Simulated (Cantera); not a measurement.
A closed system holds: 1 mol Al, 12 mol HCl, held at 128 Torr.

These are equilibrium values from Cantera (NASA tables, ideal gas, pure condensed phases), not measurements of a reactor. Candidate condensed phases: Al, AlCl3; 12 gas species. Rates play no part.

At 402 °C, list the 4 most abundant gas species with their mole fractions, and the condensed phases.

HCl 0.802, H2 0.134, AlCl3 0.0396, Al2Cl6 0.0248. Condensed: gas only.
